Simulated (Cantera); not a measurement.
A freely propagating, adiabatic, planar premixed flame of CH₄ : O₂ : N₂ : CO₂ = 1 : 2.11 : 7.37 : 0.94 (molar parts), equivalence ratio 0.95, unburnt at 375 K and 0.470 bar; mixture-averaged transport, grid criteria slope 0.08 and curve 0.16, no radiation.

Model: GRI-Mech 3.0 (53 species, 325 reactions), integrated in Cantera. Burning velocities carry a grid error of a few per cent, more on coarse grids.

What does this change do: inlet temperature 375 to 525 K?


```
quantity                     before      after
------------------------  ---------  ---------
laminar burning velocity  44.4 cm/s  82.5 cm/s
thermal thickness          0.980 mm   0.841 mm
peak x(HO₂)                0.000125   0.000144
peak x(CH₃)                 0.00160    0.00204
peak x(C₂H₂)                5.00e-5    6.88e-5
```

What does this change do: inlet temperature 375 to 300 K?


```tsv
quantity	before	after
laminar burning velocity	44.4 cm/s	30.6 cm/s
thermal thickness	0.980 mm	1.07 mm
peak x(HO₂)	0.000125	0.000116
peak x(CH₃)	0.00160	0.00141
peak x(C₂H₂)	5.00e-5	4.30e-5
```

What does this change do: N2 7.37 to 5.9 parts?


| quantity | before | after |
|---|---|---|
| laminar burning velocity | 44.4 cm/s | 60.5 cm/s |
| thermal thickness | 0.980 mm | 0.779 mm |
| peak x(HO₂) | 0.000125 | 0.000166 |
| peak x(CH₃) | 0.00160 | 0.00230 |
| peak x(C₂H₂) | 5.00e-5 | 7.40e-5 |
